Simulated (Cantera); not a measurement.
A perfectly stirred reactor is fed with C₃H₈ : H₂ = 1 : 2 (molar parts), at 30.0 Torr; it is held at 1000 K, and followed from long to short residence time.

Model: GRI-Mech 3.0 (53 species, 325 reactions), integrated in Cantera. GRI-Mech 3.0 was tuned for natural gas; its chemistry of propane as a main component is partial and can be far from experiment. GRI-Mech 3.0 stops at C3 and has no aromatics, soot or wall deposition, so with more carbon than oxygen in the feed, carbon stays in small species such as C2H2 where larger ones or solid carbon would form. Radical loss at walls, strong at low pressure, is not modelled.

Task: What does this change do: H2 2 to 8.6 parts?

Result: 
```csv
quantity,before,after
x(C₃H₈) at τ = 0.960 s,0.232,0.0575
x(H₂) at τ = 0.960 s,0.617,0.858
x(H) at τ = 0.960 s,3.58e-7,8.63e-7
x(CH₂) at τ = 0.960 s,2.67e-11,6.89e-12
x(C₂H₄) at τ = 0.960 s,0.0749,0.0414
x(C₃H₈) at τ = 63.0 ms,0.325,0.0999
x(H₂) at τ = 63.0 ms,0.663,0.892
x(H) at τ = 63.0 ms,3.13e-7,6.83e-7
x(CH₂) at τ = 63.0 ms,3.88e-11,9.77e-12
x(C₂H₄) at τ = 63.0 ms,0.00615,0.00384
```

Task: What does this change do: temperature 1000 to 1700 K?

Result: 
| quantity | before | after |
|---|---|---|
| x(C₃H₈) at τ = 0.960 s | 0.232 | 1.61e-5 |
| x(H₂) at τ = 0.960 s | 0.617 | 0.724 |
| x(H) at τ = 0.960 s | 3.58e-7 | 0.000870 |
| x(CH₂) at τ = 0.960 s | 2.67e-11 | 7.67e-7 |
| x(C₂H₄) at τ = 0.960 s | 0.0749 | 0.000763 |
| x(C₃H₈) at τ = 63.0 ms | 0.325 | 0.000209 |
| x(H₂) at τ = 63.0 ms | 0.663 | 0.686 |
| x(H) at τ = 63.0 ms | 3.13e-7 | 0.00120 |
| x(CH₂) at τ = 63.0 ms | 3.88e-11 | 2.78e-6 |
| x(C₂H₄) at τ = 63.0 ms | 0.00615 | 0.00462 |
